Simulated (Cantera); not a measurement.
Input: 1 mol SiF4, 0.35 mol O3, 26 mol H2, held at 10.0 mbar.

Equilibrium computed with Cantera from the NASA thermochemical tables; the gas is ideal and each condensed phase is pure. Candidate condensed phases: H2O, Si, SiO2; 38 gas species. The tables hold silica as quartz up to 1696 K and as liquid above; real silica turns to tridymite and cristobalite and melts near 1996 K. The numbers say what is thermodynamically allowed, not how fast it happens.

Over these rows the condensed part is SiO2(β-quartz). Partial pressures as log10 of bar:

| T (K) | 1000/T (1/K) | log p SiO | log p H2 | log p HF | log p SiF4 |
|---|---|---|---|---|---|
| 1400 | 0.7143 | -7.29 | -2.04 | -3.13 | -3.75 |
| 1450 | 0.6897 | -6.53 | -2.04 | -3.13 | -3.76 |
| 1500 | 0.6667 | ? | -2.04 | -3.12 | -3.77 |
| 1550 | 0.6452 | -5.19 | -2.04 | -3.11 | -3.80 |
| 1600 | 0.6250 | -4.64 | -2.05 | -3.09 | -3.84 |
| 1650 | 0.6061 | -4.19 | -2.05 | -3.05 | -3.94 |

### Question
Fit log p(SiO) = a + b·(1000/T) to the five rows, give the apparent enthalpy, and predict the row at 1500 K.

### Answer
Means: 1000/T = 0.6561, log p = -5.568. Sxy = -0.234425, Sxx = 0.0081022, so b = -28.93 and a = -5.568 − (-28.93)×0.6561 = 13.41.
Apparent enthalpy: −19.145 × (-28.93) = 554 kJ/mol. With the condensed phases at unit activity, 1/2 SiO2(β-quartz) + H2(g) + 1/2 SiF4(g) = SiO(g) + 2 HF(g) links this pressure to the main gases: over the six rows their terms move log p by -0.26 in all, so the slope isn't that reaction's ΔH° alone. The five rows lie within 0.07 of the line.
Prediction at 1500 K: 13.41 + (-28.93)×0.6667 = -5.88. The computed value is -5.83, 0.05 from the line.
